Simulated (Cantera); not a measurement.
Cantera with NASA thermochemical tables; ideal gases at 1 bar, condensed phases pure. Values are per mole of reaction as written; species without (g) are pure solids or liquids, kept so even where they would boil at 1 bar.

Between 1523 and 1723 K, where is each reaction favourable under standard conditions?
- 6 LiCl(g) + 2 O3(g) + 3 H2(g) = 6 LiOH + 6 Cl(g)


- 6 LiCl(g) + 2 O3(g) + 3 H2(g) = 6 LiOH + 6 Cl(g): ΔG° is -231 kJ at 1523 K and -141 kJ at 1723 K; it stays negative (K > 1). ΔH° is -895 kJ and ΔS° -438 J/K at 1723 K.
